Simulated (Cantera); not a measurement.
Input: 1 mol Si₃N₄, 0.069 mol CO₂, a varied amount of H₂, equilibrated at 1425 K and 0.00143 Torr.

Cantera equilibrium calculation (NASA polynomials, part measured and part estimated; ideal gas, pure solids and liquids). Candidate condensed phases: C, C₆H₆, C₇H₈, C₈H₁₈, H₂O, Si, SiC, SiO₂, Si₂N₂O, Si₃N₄; 151 gas species. Mutual solubility and eutectic melting of coexisting phases are not modelled. The numbers say what is thermodynamically allowed, not how fast it happens.

At 130 mol H₂, list the 5 most abundant gas species with their mole fractions, and the condensed phases.

H₂ 0.978, N₂ 0.0151, H 0.00489, SiO 0.00102, Si 0.000847. Condensed: Si(s) + SiC(s).
